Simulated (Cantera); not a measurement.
A Cantera script and its output.

```python
import numpy as np
import cantera as ct

gas = ct.Solution("gri30.yaml")
gas.TPX = 698, 101325, {'CH3OH': 0.79, 'O2': 1.85, 'N2': 5.74}
flame = ct.FreeFlame(gas, width=0.04)
flame.set_refine_criteria(ratio=3, slope=0.08, curve=0.16)
flame.transport_model = "mixture-averaged"
flame.solve(loglevel=0, auto=True)
z, T = flame.grid, flame.T
thick = (T[-1] - T[0]) / np.gradient(T, z).max()
show = ['CH3OH', 'O2', 'H2O', 'C2H4', 'H2O2', 'N2O']
print(f"laminar burning velocity  {flame.velocity[0] * 100:.3f} cm/s")
print(f"burnt temperature         {T[-1]:.1f} K")
print(f"thermal thickness         {thick * 1e3:.4f} mm")
print(f"grid points               {len(z)}")
z0 = z[flame.heat_release_rate.argmax()]
print(f"{'z/mm':>9s}{'T/K':>9s}{'u/(m/s)':>9s}" + "".join(f"{s:>11s}" for s in show))
rows = []
for k in (-3, -2, -1.5, -1, -0.5, -0.25, 0, 0.25, 0.5, 1, 2, 4, 8):
    zz = z0 + k * thick
    rows.append([k * thick, np.interp(zz, z, T), np.interp(zz, z, flame.velocity),
                 *(np.interp(zz, z, flame.X[gas.species_index(s)]) for s in show)])
    print(f"{rows[-1][0] * 1e3:9.3f}{rows[-1][1]:9.1f}{rows[-1][2]:9.3f}" + "".join(f"{x:11.3e}" for x in rows[-1][3:]))
```

It prints:

```
laminar burning velocity  118.552 cm/s
burnt temperature         2220.0 K
thermal thickness         0.3114 mm
grid points               133
     z/mm      T/K  u/(m/s)      CH3OH         O2        H2O       C2H4       H2O2        N2O
   -0.934    698.5    1.188  9.413e-02  2.204e-01  2.228e-04  1.361e-11  1.061e-06  9.501e-12
   -0.623    702.5    1.197  9.380e-02  2.196e-01  1.483e-03  1.657e-10  9.573e-06  1.237e-10
   -0.467    715.4    1.223  9.299e-02  2.178e-01  4.723e-03  8.194e-10  3.789e-05  6.428e-10
   -0.311    779.8    1.344  8.885e-02  2.109e-01  1.732e-02  5.378e-09  1.830e-04  4.516e-09
   -0.156   1063.3    1.875  6.617e-02  1.836e-01  6.034e-02  3.550e-08  7.989e-04  3.219e-08
   -0.078   1375.6    2.476  3.590e-02  1.534e-01  1.013e-01  7.998e-08  1.005e-03  7.584e-08
    0.000   1720.9    3.160  4.726e-03  1.191e-01  1.446e-01  1.173e-07  8.011e-05  1.470e-07
    0.078   1840.4    3.384  3.864e-05  9.882e-02  1.595e-01  1.310e-08  7.616e-07  2.101e-07
    0.156   1887.5    3.455  8.508e-08  8.947e-02  1.620e-01  3.050e-10  4.956e-07  2.554e-07
    0.311   1958.0    3.558  7.997e-12  8.285e-02  1.629e-01  3.325e-13  4.068e-07  2.946e-07
    0.623   2044.7    3.692  3.644e-16  7.893e-02  1.660e-01  3.499e-18  2.952e-07  3.312e-07
    1.246   2127.4    3.823  1.117e-18  7.680e-02  1.708e-01  1.018e-25  2.094e-07  3.835e-07
    2.491   2186.0    3.913  2.132e-19  7.563e-02  1.746e-01  1.750e-29  1.706e-07  4.006e-07
```

Cantera simulation using GRI-Mech 3.0 (53 species, 325 reactions); the numbers are that mechanism's predictions, not measurements. GRI-Mech 3.0 was tuned for natural gas; its chemistry of methanol as a main component is partial and can be far from experiment. Burning velocities carry a grid error of a few per cent, more on coarse grids.
